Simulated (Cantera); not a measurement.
Input: 1 mol TiO2, 46 mol H2, 0.25 mol H2O, held at 2175 K and 0.0700 bar.

Cantera equilibrium calculation (NASA polynomials, part measured and part estimated; ideal gas, pure solids and liquids). Candidate condensed phases: H2O, Ti, TiO, TiO2, Ti2O3, Ti3O5, Ti4O7; 12 gas species. Kinetics and transport are ignored.

Base state: H2 0.969, H 0.0182, H2O 0.0125, OH 3.14e-5, TiO 2.49e-5, TiO2 1.41e-5 (mole fractions); condensed: Ti3O5(l).

What changes in the equilibrium state with this change: temperature from 2175 K to 2025 K?


```json
[
 {"species": "H2", "before": "0.969", "after": "0.980"},
 {"species": "H2O", "before": "0.0125", "after": "0.0126"},
 {"species": "H", "before": "0.0182", "after": "0.00720"},
 {"species": "TiO", "before": "2.49e-5", "after": "2.04e-6"},
 {"species": "TiO2", "before": "1.41e-5", "after": "1.78e-6"},
 {"species": "OH", "before": "3.14e-5", "after": "9.65e-6"},
 {"species": "Ti3O5(l), mol", "before": "0.333", "after": "0"},
 {"species": "Ti3O5(s), mol", "before": "0", "after": "0.333"}
]
```
